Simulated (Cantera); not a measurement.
Ignition delay

Mixture: CH4 : CO : O2 : N2 : CO2 = 1 : 0.16 : 1.39 : 5.21 : 0.75 (molar parts), equivalence ratio 1.5, at 15.0 bar, adiabatic and at constant volume. Ignition delay is the time to a rise of 400 K.

Cantera simulation using GRI-Mech 3.0 (53 species, 325 reactions); the numbers are that mechanism's predictions, not measurements. The pressure lies above the range GRI-Mech 3.0 was tuned for (to about 10 atm).

```
T0 (K)  delay (ms)
------  ----------
1125          14.6
1175          7.19
1225          3.74
1275          2.02
1325          1.13
1375         0.654
1425         0.386
1475         0.232
1525         0.143
1575        0.0890
```

```yaml
apparent activation energy between 1475 and 1575 K: 190 kJ/mol
```
